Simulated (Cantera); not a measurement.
# Premixed flame

A freely propagating, adiabatic, planar premixed flame of 21.9 % CO, 10.3 % H2, 11.5 % O2, 56.3 % N2, equivalence ratio 1.4, unburnt at 348 K and 0.810 bar; mixture-averaged transport, grid criteria slope 0.08 and curve 0.16, no radiation.

Computed with Cantera and GRI-Mech 3.0 (53 species, 325 reactions). Burning velocities carry a grid error of a few per cent, more on coarse grids.

| z (mm) | T (K) | u (m/s) | x CO | x H2 | x O2 | x HO2 | x N2O | x NO |
|---|---|---|---|---|---|---|---|---|
| -1.89 | 348 | 1.25 | 0.219 | 0.103 | 0.115 | <1e-8 | <1e-8 | <1e-8 |
| -1.26 | 348 | 1.25 | 0.219 | 0.103 | 0.115 | <1e-8 | <1e-8 | <1e-8 |
| -0.945 | 348 | 1.25 | 0.219 | 0.103 | 0.115 | <1e-8 | <1e-8 | <1e-8 |
| -0.630 | 348 | 1.25 | 0.219 | 0.102 | 0.115 | 8.29e-8 | <1e-8 | <1e-8 |
| -0.315 | 356 | 1.27 | 0.220 | 0.0967 | 0.116 | 2.26e-5 | <1e-8 | <1e-8 |
| -0.158 | 515 | 1.81 | 0.219 | 0.0815 | 0.112 | 0.000295 | <1e-8 | 2.23e-8 |
| 0 | 948 | 3.28 | 0.203 | 0.0528 | 0.0910 | 7.75e-5 | <1e-8 | 4.65e-7 |
| 0.158 | 1282 | 4.37 | 0.173 | 0.0251 | 0.0553 | 2.89e-5 | 3.36e-8 | 2.76e-6 |
| 0.315 | 1476 | 4.96 | 0.143 | 0.0153 | 0.0312 | 1.29e-5 | 5.53e-8 | 6.93e-6 |
| 0.630 | 1658 | 5.47 | 0.113 | 0.0156 | 0.0169 | 5.54e-6 | 4.97e-8 | 1.49e-5 |
| 1.26 | 1804 | 5.88 | 0.104 | 0.0162 | 0.0117 | 3.21e-6 | 4.49e-8 | 2.48e-5 |
| 2.52 | 1926 | 6.23 | 0.102 | 0.0149 | 0.00833 | 1.98e-6 | 4.33e-8 | 3.45e-5 |
| 5.04 | 2021 | 6.49 | 0.0986 | 0.0136 | 0.00523 | 1.11e-6 | 3.87e-8 | 4.38e-5 |
x: mole fraction of selected species; z is measured from the peak of heat release.

```yaml
laminar_burning_velocity: 125 cm/s
thermal_thickness: 0.630 mm
peak x(HO2): 0.000314
grid_points: 113
```
